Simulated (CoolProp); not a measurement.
Acetone along the isobar 0.101 MPa: density (kg/m³) from the reference equation and from simpler models built on Tc = 508.1 K, pc = 4.692 MPa, ω = 0.307; each cubic takes its own stable root.

The numbers come from the reference Helmholtz-energy equation of state, Lemmon 2006 in CoolProp. It is a short technical equation, of lower accuracy than the large ones.

```json
[
 {"T (K)": "255.4", "phase": "liquid", "reference": "831.3", "van der Waals": "2.852", "Soave-Redlich-Kwong": "644.1", "Peng-Robinson": "724.4"},
 {"T (K)": "265.4", "phase": "liquid", "reference": "820.5", "van der Waals": "2.738", "Soave-Redlich-Kwong": "637.4", "Peng-Robinson": "717.3"},
 {"T (K)": "275.4", "phase": "liquid", "reference": "809.7", "van der Waals": "2.632", "Soave-Redlich-Kwong": "630.4", "Peng-Robinson": "709.9"},
 {"T (K)": "285.4", "phase": "liquid", "reference": "798.8", "van der Waals": "2.534", "Soave-Redlich-Kwong": "623.1", "Peng-Robinson": "702.1"},
 {"T (K)": "295.4", "phase": "liquid", "reference": "787.8", "van der Waals": "2.444", "Soave-Redlich-Kwong": "615.4", "Peng-Robinson": "693.9"},
 {"T (K)": "305.4", "phase": "liquid", "reference": "776.5", "van der Waals": "2.360", "Soave-Redlich-Kwong": "607.4", "Peng-Robinson": "685.3"},
 {"T (K)": "315.4", "phase": "liquid", "reference": "765.1", "van der Waals": "2.282", "Soave-Redlich-Kwong": "599.0", "Peng-Robinson": "676.2"},
 {"T (K)": "325.4", "phase": "liquid", "reference": "753.5", "van der Waals": "2.208", "Soave-Redlich-Kwong": "590.1", "Peng-Robinson": "666.7"}
]
```

At some of these states van der Waals gives the other phase, because its saturation line lies elsewhere.
